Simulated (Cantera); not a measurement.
A closed system holds: 1 mol PbO, 0.65 mol CH4, 0.1 mol N2, equilibrated at 0.750 Torr.

Cantera equilibrium calculation (NASA polynomials, part measured and part estimated; ideal gas, pure solids and liquids). Candidate condensed phases: C, C6H6, C7H8, C8H18, H2O, Pb, PbO, PbO2, Pb3O4; 139 gas species. Equilibrium is a limit: real reactors are often held back by kinetics, nucleation or transport.

log p: log10 of the partial pressure in bar; n: condensed amount in mol.

```json
[
 {"T (K)": "1150", "log p H2": "-3.44", "log p Pb": "-3.54", "log p CO": "-3.72", "log p H2O": "-4.07", "log p CO2": "-4.44", "log p N2": "-4.46", "log p H": "[?]", "n Pb(l)": "0.164"},
 {"T (K)": "1225", "log p H2": "-3.47", "log p Pb": "-3.48", "log p CO": "-3.74", "log p H2O": "-4.07", "log p CO2": "-4.51", "log p N2": "-4.48", "log p H": "[?]", "n Pb(l)": "0"},
 {"T (K)": "1300", "log p H2": "-3.47", "log p Pb": "-3.48", "log p CO": "-3.73", "log p H2O": "-4.06", "log p CO2": "-4.56", "log p N2": "-4.48", "log p H": "[?]", "n Pb(l)": "0"},
 {"T (K)": "1375", "log p H2": "-3.47", "log p Pb": "-3.48", "log p CO": "-3.72", "log p H2O": "-4.04", "log p CO2": "-4.61", "log p N2": "-4.48", "log p H": "[?]", "n Pb(l)": "0"},
 {"T (K)": "1450", "log p H2": "-3.48", "log p Pb": "-3.48", "log p CO": "-3.72", "log p H2O": "-4.03", "log p CO2": "-4.65", "log p N2": "-4.48", "log p H": "[?]", "n Pb(l)": "0"},
 {"T (K)": "1525", "log p H2": "-3.48", "log p Pb": "-3.48", "log p CO": "-3.72", "log p H2O": "-4.03", "log p CO2": "-4.69", "log p N2": "-4.48", "log p H": "[?]", "n Pb(l)": "0"},
 {"T (K)": "1600", "log p H2": "-3.48", "log p Pb": "-3.48", "log p CO": "-3.71", "log p H2O": "-4.02", "log p CO2": "-4.73", "log p N2": "-4.48", "log p H": "[?]", "n Pb(l)": "0"},
 {"T (K)": "1675", "log p H2": "-3.48", "log p Pb": "-3.48", "log p CO": "-3.71", "log p H2O": "-4.01", "log p CO2": "-4.76", "log p N2": "-4.48", "log p H": "[?]", "n Pb(l)": "0"}
]
```

Fill in the missing entries.


- 1150, log p H: -8.85
- 1225, log p H: -8.24
- 1300, log p H: -7.69
- 1375, log p H: -7.20
- 1450, log p H: -6.76
- 1525, log p H: -6.37
- 1600, log p H: -6.01
- 1675, log p H: -5.68
